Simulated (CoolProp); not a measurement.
Vapour-liquid equilibrium of cyclohexane (1) + n-nonane (2) at 205.45 °C; x and y are mole fractions of (1).

The numbers come from the multi-fluid Helmholtz-energy mixture model, Zhou 2014 and Lemmon 2006; pair parameters Bell 2016 in CoolProp.

Problem. Give the bubble pressure and the first vapour's composition at x = 0.25, 0.55, 0.75. Is there an azeotrope?

Solution. x = 0.25: 5.915 bar, y = 0.503; x = 0.55: 8.977 bar, y = 0.781; x = 0.75: 11.33 bar, y = 0.897. No azeotrope shows between x = 0.05 and 0.95.

The pair parameters rest on a limited set of measurements; away from them the model extrapolates.
